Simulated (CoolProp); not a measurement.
Model: reference Helmholtz-energy equation of state, Thol 2022, in CoolProp.

**Question.** Give the vapour pressure (kPa), liquid density (kg/m³), vapour density (kg/m³) of saturated vinyl chloride at -26.95 °C.

**Answer.** 
| T (°C) | p (kPa) | liquid density (kg/m³) | vapour density (kg/m³) |
|---|---|---|---|
| -26.95 | 57.3 | 993 | 1.78 |
